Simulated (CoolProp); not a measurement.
Vapour-liquid equilibrium of hydrogen sulfide (1) + benzene (2) at 61.65 °C; x and y are mole fractions of (1).

Computed with CoolProp (multi-fluid Helmholtz-energy mixture model, Lemmon 2006 and Thol 2012; pair parameters Bell 2016).

| x | bubble pressure, mixture model (bar) | bubble pressure, Raoult's law (bar) | y, mixture model | y, Raoult's law |
|---|---|---|---|---|
| 0.05 | 2.305 | 2.775 | 0.761 | 0.810 |
| 0.2 | [?] | 9.440 | [?] | 0.953 |
| 0.35 | 13.05 | 16.10 | [?] | 0.978 |
| 0.5 | [?] | 22.77 | 0.976 | 0.988 |
| 0.65 | [?] | 29.43 | 0.985 | 0.993 |
| 0.8 | [?] | 36.10 | 0.992 | 0.997 |
| 0.95 | 41.65 | 42.76 | [?] | 0.999 |

### Question
Some entries are withheld; supply them.

### Answer

- 0.2, bubble pressure, mixture model (bar): 7.553
- 0.2, y, mixture model: 0.930
- 0.35, y, mixture model: 0.962
- 0.5, bubble pressure, mixture model (bar): 19.05
- 0.65, bubble pressure, mixture model (bar): 25.70
- 0.8, bubble pressure, mixture model (bar): 33.12
- 0.95, y, mixture model: 0.998

The largest gap from Raoult's law is -20.0 % in bubble pressure, at x = 0.2. No azeotrope shows between x = 0.05 and 0.95.

Pair parameters are fitted to limited data, so mixtures are less certain than the pure fluids.
